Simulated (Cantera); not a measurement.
Cantera run:

```python
import numpy as np
import cantera as ct

gas_names = [...]  # 114 gases of nasa_gas.yaml made of C, Fe, H, O
cond_names = """
    C(gr) C6H6(L) C7H8(L) C8H18(L),n-octa Fe(a) Fe(c) Fe(d) Fe(L) FeC5O5(L) FeO(s) FeO(L) Fe(OH)2(s)
    Fe(OH)3(s) Fe2O3(s) Fe3O4(s) H2O(s) H2O(L)
""".split()


# ... load() reads the species with a 1 bar reference pressure and builds the phases ...
atoms = {
    'Fe2O3': {'Fe': 2, 'O': 3},
    'CH4': {'C': 1, 'H': 4},
    'CO': {'C': 1, 'O': 1},
    'C': {'C': 1},
}
top_T = {'C(gr)': 4500, 'Fe2O3(s)': 1830, 'Fe3O4(s)': 1870}  # K; cautious upper limits of use, not melting points


# ... equilibrate(T, P, feed) seeds the gas with the atoms and calls Mixture.equilibrate('TP', solver="vcs", rtol=1e-11, max_steps=5000) ...
results = []
feed = {'Fe2O3': 1, 'CH4': 2.4, 'CO': 0.14, 'C': 1.1}  # mol
T = 1898  # K
P = 71  # Pa
mix = equilibrate(T, P, feed)
results.append((T, P, feed, dict(zip(mix.species_names, mix.species_moles))))
x = sorted(zip(gas.X, gas.species_names), reverse=True)
print(f"T = {T:g} K  P = {P:g} Pa  gas = {mix.phase_moles(0):.4g} mol")
print("   x: " + "  ".join(f"{s} {v:.3e}" for v, s in x if v > 0.001))
print("   condensed (mol): " + ("  ".join(f"{mix.phase(i).name} {mix.phase_moles(i):.4g}"
      for i in range(1, mix.n_phases) if mix.phase_moles(i) > 1e-12) or "none"))
```

It prints:

```
T = 1898 K  P = 71 Pa  gas = 9.491 mol
   x: H2 4.953e-01  CO 3.309e-01  Fe 1.531e-01  H 2.064e-02
   condensed (mol): C(gr) 0.4965  Fe(L) 0.5474
```

These are equilibrium values from Cantera (NASA tables, ideal gas, pure condensed phases), not measurements of a reactor. Iron dissolves carbon and melts from about 1420 K in contact with it, which pure phases cannot show. Condensed phases not in the tables: cementite and carbon dissolved in iron.
